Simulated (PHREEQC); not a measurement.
PHREEQC input (ion-association model, phreeqc.dat):

```
SOLUTION_MASTER_SPECIES
  Tma  Tma+  0  Tma  74.145  # tetramethylammonium, taken as a free cation
SOLUTION_SPECIES
  Tma+ = Tma+
    -log_k 0
    -gamma 4.0 0
SOLUTION 1
  temp 42
  units mol/kgw
  pH 7 charge
  K 0.00887
  C(4) 0.007835
SOLUTION 2
  temp 42
  units mol/kgw
  pH 7 charge
  Tma 0.23
  C(4) 0.00097
  Na 0.00194
END
SELECTED_OUTPUT 1
  -reset false
  -pH true
  -pe true
  -ionic_strength true
  -water true
  -totals C K Na Tma C(-4) C(4)
  -molalities H+ Na+ K+ CO3-2 OH- O2 HCO3- CO2 (CO2)2 NaOH
    NaCO3- NaHCO3 Tma+
PRINT
  -reset false
MIX 1
  1 1
  2 0
EQUILIBRIUM_PHASES 1
  O2(g) -0.68 10
END
# ... the last block is repeated for the other 10 points of share of solution B
```

Selected output (columns that matter, 11 of 11 rows; share of solution B added in front):

```
share of solution B	pH	mu	C	K	Na	Tma	m_H+	m_Na+	m_K+	m_CO3-2	m_OH-	m_HCO3-	m_NaCO3-	m_Tma+
0	9.2327	0.0098486	0.007835	0.00887	0	0	6.4201e-10	0	0.00887	0.00097864	6.3462e-05	0.0068493	0	0
0.1	11.625	0.038114	0.0071477	0.0079821	0.00019398	0.022998	2.7539e-12	0.00016935	0.0079821	0.0069645	0.017037	0.00015861	2.4617e-05	0.022998
0.2	11.986	0.059801	0.0064614	0.0070953	0.00038796	0.045996	1.2255e-12	0.00034716	0.0070953	0.006363	0.040614	5.7522e-05	4.0795e-05	0.045996
0.3	12.173	0.081426	0.005775	0.0062085	0.00058195	0.068994	8.0897e-13	0.00053097	0.0062085	0.0056928	0.064266	3.1243e-05	5.0978e-05	0.068994
0.4	12.299	0.10305	0.0050886	0.0053216	0.00077594	0.091993	6.1218e-13	0.00071939	0.0053216	0.0050126	0.087933	1.948e-05	5.655e-05	0.091993
0.5	12.395	0.12467	0.0044022	0.0044347	0.00096994	0.11499	4.9651e-13	0.00091167	0.0044347	0.004331	0.11161	1.292e-05	5.8263e-05	0.11499
0.6	12.471	0.1463	0.0037158	0.0035478	0.0011639	0.13799	4.1992e-13	0.0011073	0.0035478	0.0036504	0.13528	8.787e-06	5.6597e-05	0.13799
0.7	12.534	0.16793	0.0030294	0.0026609	0.0013579	0.16099	3.6522e-13	0.0013061	0.0026609	0.0029715	0.15896	5.9713e-06	5.1887e-05	0.16099
0.8	12.589	0.18957	0.0023429	0.001774	0.001552	0.184	3.2405e-13	0.0015076	0.001774	0.0022946	0.18264	3.9457e-06	4.438e-05	0.184
0.9	12.637	0.21122	0.0016565	0.00088699	0.001746	0.207	2.9187e-13	0.0017117	0.00088699	0.0016198	0.20632	2.4284e-06	3.4267e-05	0.207
1	12.679	0.23286	0.00097	0	0.00194	0.23	2.6595e-13	0.0019183	0	0.00094704	0.23	1.2563e-06	2.17e-05	0.23
```

(CH3)4N+ isn't in the database: it is added as a free cation with an ion size of 4 Å. At this temperature some constants are extrapolated from 25 °C, and those without enthalpy data are left unchanged.
